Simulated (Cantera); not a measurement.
# Stirred combustor or abatement burner

A perfectly stirred reactor is fed with CO : H2 : CH4 : O2 : N2 : H2O = 1 : 0.064 : 0.069 : 0.558 : 2.1 : 0.03 (molar parts), equivalence ratio 1.2, at 3750 Torr; it is adiabatic with a 775 K inlet, and is followed from long to short residence time, starting on the burning branch (τ in s: 0.12, 0.055, 0.024, 0.011, 0.0046, 0.002, 0.00089, 0.00039, 0.00017, 7.5e-05, 3.3e-05, 1.5e-05).

Detailed kinetics in Cantera: GRI-Mech 3.0 (53 species, 325 reactions).

```csv
τ (s),T (K),x CO,x H2,x CH4,x HO2,x H
0.12,2630,0.0841,0.00346,5.35e-8,1.89e-6,0.00116
0.055,2629,0.0842,0.00347,1.16e-7,1.91e-6,0.00117
0.024,2626,0.0845,0.00348,2.61e-7,1.96e-6,0.00119
0.011,2621,0.0851,0.00351,5.53e-7,2.05e-6,0.00125
0.0046,2609,0.0866,0.00359,1.23e-6,2.26e-6,0.00137
0.0020,2584,0.0896,0.00375,2.52e-6,2.67e-6,0.00162
0.00089,2538,0.0948,0.00405,4.77e-6,3.40e-6,0.00211
0.00039,2463,0.103,0.00454,8.78e-6,4.89e-6,0.00303
0.00017,2359,0.113,0.00521,1.63e-5,7.91e-6,0.00461
7.5e-5,2235,0.124,0.00595,3.14e-5,1.35e-5,0.00693
3.3e-5,2091,0.137,0.00660,6.66e-5,2.33e-5,0.00990
1.5e-5,1924,0.154,0.00690,0.000164,4.07e-5,0.0122
```
x: mole fraction; the columns are a selection and need not sum to one.
